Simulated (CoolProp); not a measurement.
Model: reference Helmholtz-energy equation of state, Gao 2016, in CoolProp.

Task: For sulfur dioxide, give the phase and the density (kg/m³), Joule-Thomson coefficient (K/MPa), isothermal compressibility (1/MPa), expansivity (1/kK) at 3.95 °C and 210 bar; 3.95 °C and 350 bar.

Result: 
- 3.95 °C and 210 bar: liquid; density 1460, Joule-Thomson coefficient -0.279, isothermal compressibility 0.000995, expansivity 1.65
- 3.95 °C and 350 bar: liquid; density 1480, Joule-Thomson coefficient -0.295, isothermal compressibility 0.000880, expansivity 1.54
